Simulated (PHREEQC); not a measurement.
Solution (25 °C): 0.043 mol MgCl2, 0.00021 mol K2SO4 and 5.5e-05 mol NaCl per kg of water. Closed to the air; pH follows from the charge balance.

All values are PHREEQC results (ion-association model, phreeqc.dat), not measurements.

No solid was allowed to form.

Problem. What specific conductance, density does the model give?

Solution. specific conductance 8440 µS/cm; density 1.000 g/cm³.

Problem. In which forms is S present?

Solution. MgSO4 56 %, SO4-2 44 % of the S.
